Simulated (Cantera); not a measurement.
A closed system holds: 1 mol BaF2, 31 mol H2, equilibrated at 0.140 bar.

Method: chemical equilibrium by Gibbs-energy minimisation in Cantera with the NASA 1993 tables (ideal gas, pure condensed phases). Candidate condensed phases: Ba, BaF2; 14 gas species. Rates play no part.

x: gas mole fraction; n: condensed amount in mol.

```json
[
 {"T (°C)": "702", "x H2": "1.00", "x BaF2": "2.05e-11", "x HF": "4.53e-10", "x BaF": "3.46e-10", "x H": "3.06e-9", "n BaF2(s)": "1.00", "n BaF2(l)": "0"},
 {"T (°C)": "802", "x H2": "1.00", "x BaF2": "(withheld)", "x HF": "(withheld)", "x BaF": "(withheld)", "x H": "(withheld)", "n BaF2(s)": "1.00", "n BaF2(l)": "0"},
 {"T (°C)": "902", "x H2": "1.000", "x BaF2": "6.45e-8", "x HF": "1.99e-7", "x BaF": "1.83e-7", "x H": "3.28e-7", "n BaF2(s)": "1.000", "n BaF2(l)": "0"},
 {"T (°C)": "1002", "x H2": "1.000", "x BaF2": "(withheld)", "x HF": "(withheld)", "x BaF": "(withheld)", "x H": "(withheld)", "n BaF2(s)": "1.000", "n BaF2(l)": "0"},
 {"T (°C)": "1102", "x H2": "1.000", "x BaF2": "1.62e-5", "x HF": "1.40e-5", "x BaF": "1.36e-5", "x H": "9.16e-6", "n BaF2(s)": "0.999", "n BaF2(l)": "0"},
 {"T (°C)": "1202", "x H2": "1.000", "x BaF2": "0.000137", "x HF": "7.43e-5", "x BaF": "7.25e-5", "x H": "3.47e-5", "n BaF2(s)": "0.993", "n BaF2(l)": "0"},
 {"T (°C)": "1302", "x H2": "0.998", "x BaF2": "0.000849", "x HF": "0.000312", "x BaF": "0.000306", "x H": "0.000111", "n BaF2(s)": "0.964", "n BaF2(l)": "0"},
 {"T (°C)": "1402", "x H2": "0.994", "x BaF2": "0.00400", "x HF": "0.00107", "x BaF": "0.00105", "x H": "0.000309", "n BaF2(s)": "0", "n BaF2(l)": "0.842"},
 {"T (°C)": "1502", "x H2": "0.979", "x BaF2": "0.0146", "x HF": "0.00306", "x BaF": "0.00302", "x H": "0.000765", "n BaF2(s)": "0", "n BaF2(l)": "0.444"},
 {"T (°C)": "1602", "x H2": "0.961", "x BaF2": "0.0254", "x HF": "0.00580", "x BaF": "0.00570", "x H": "0.00172", "n BaF2(s)": "0", "n BaF2(l)": "0"},
 {"T (°C)": "1702", "x H2": "0.958", "x BaF2": "0.0234", "x HF": "0.00776", "x BaF": "0.00756", "x H": "0.00358", "n BaF2(s)": "0", "n BaF2(l)": "0"}
]
```

Complete the blanks.


- 1002, x BaF2: 1.30e-6
- 1002, x HF: 2.00e-6
- 1002, x BaF: 1.90e-6
- 1002, x H: 1.97e-6
- 802, x BaF2: 1.72e-9
- 802, x HF: 1.26e-8
- 802, x BaF: 1.09e-8
- 802, x H: 3.92e-8
